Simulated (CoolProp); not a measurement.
A Linde-Hampson liquefier for CF4 (R14): isothermal reversible compression at 280 K from 1 atm to 10 MPa, throttling to 1 atm, return gas leaving the recuperator 2 K below the feed. Each further row changes one setting.

The numbers come from the reference Helmholtz-energy equation of state, Platzer 1990 in CoolProp. This equation is an older, rougher fit; its heat capacities, sound speeds and derivatives of the liquid may be far off and weren't checked against measurements.

| case | liquid yield per pass | compression work (kJ/kg of gas) |
|---|---|---|
| as stated | 0.243 | 109 |
| high pressure 20 MPa | 0.327 | 121 |
| warm-end temperature 310 K | 0.157 | 126 |
| warm-end gap 7 K | 0.231 | 109 |
